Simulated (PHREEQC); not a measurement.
## Copper plating or etch bath: an equilibrium model

Dissolve 0.0011 mol/kgw CuCl2, 0.0003 mol/kgw HNO3 and 0.0018 mol/kgw KCl at 25 °C. Closed to the air; pH follows from the charge balance.

All values are PHREEQC results (ion-association model, wateq4f.dat), not measurements.

Precipitation was switched off in this run.

Predict the pH.

pH 3.55.
